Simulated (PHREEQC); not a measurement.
Synthetic water in mmol/kgw, 55 °C, pH 6.35:

```tsv
constituent	mmol/kgw
Na	120
K	0.128
Ca	3.8
Mg	16.2
Cl	138
S(6)	8.57
Alkalinity (meq/kgw)	0.127
Si	1.5
```

Valence states are taken as typed.

Model: Pitzer model, pitzer.dat, run in PHREEQC.

```json
[
 {"quantity": "CO2 (mol/kgw)", "before": "7.68e-5", "after": "7.22e-5"},
 {"quantity": "H3SiO4- (mol/kgw)", "before": "1.89e-6", "after": "2.01e-6"},
 {"quantity": "HSO4- (mol/kgw)", "before": "2.31e-7", "after": "2.01e-7"},
 {"quantity": "MgCO3 (mol/kgw)", "before": "8.72e-8", "after": "1.58e-7"},
 {"quantity": "CO3-2 (mol/kgw)", "before": "6.95e-8", "after": "7.77e-8"},
 {"quantity": "SI of SiO2(a) (SiO2)", "before": "-0.38", "after": "-0.38"},
 {"quantity": "SI of Gypsum (CaSO4:2H2O)", "before": "-1.11", "after": "-1.19"}
]
```

What was changed between the two runs?
(A) Mg from 16.2 to 32.4 mmol/kgw
(B) S(6) from 8.57 to 4.29 mmol/kgw
(C) temperature from 55 to 10 °C at the same typed pH

A, Mg from 16.2 to 32.4 mmol/kgw

Precipitation was switched off in this run. Constants without temperature data keep their 25 °C values here.
